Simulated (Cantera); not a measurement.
A closed system holds: 1 mol Si, 0.013 mol CO2, 2.2 mol CO, equilibrated at 3.38 Torr.

These are equilibrium values from Cantera (NASA tables, ideal gas, pure condensed phases), not measurements of a reactor. Candidate condensed phases: C, Si, SiC, SiO2; 20 gas species. Mutual solubility and eutectic melting of coexisting phases are not modelled. The tables hold silica as quartz up to 1696 K and as liquid above; real silica turns to tridymite and cristobalite and melts near 1996 K. Rates play no part.

Q: Which condensed phases are stable at each of these points (T (K)): 648, 748, 848, 948, 1048, 1148, 1248, 1348, 1448?

A: 
```csv
T (K),condensed phases,Si condensed (%)
648,C(graphite) + SiO2(α-quartz),100.0
748,C(graphite) + SiO2(α-quartz),100.0
848,C(graphite) + SiO2(β-quartz),100.0
948,C(graphite) + SiO2(β-quartz),100.0
1048,C(graphite) + SiO2(β-quartz),100.0
1148,C(graphite) + SiO2(β-quartz),100.0
1248,C(graphite) + SiO2(β-quartz),100.0
1348,C(graphite) + SiO2(β-quartz),100.0
1448,SiC(s) + SiO2(β-quartz),99.3
```

From 648 K to 748 K the condensed part is C(graphite) + SiO2(α-quartz). From 848 K to 1348 K the condensed part is C(graphite) + SiO2(β-quartz). At 1448 K the condensed part is SiC(s) + SiO2(β-quartz).
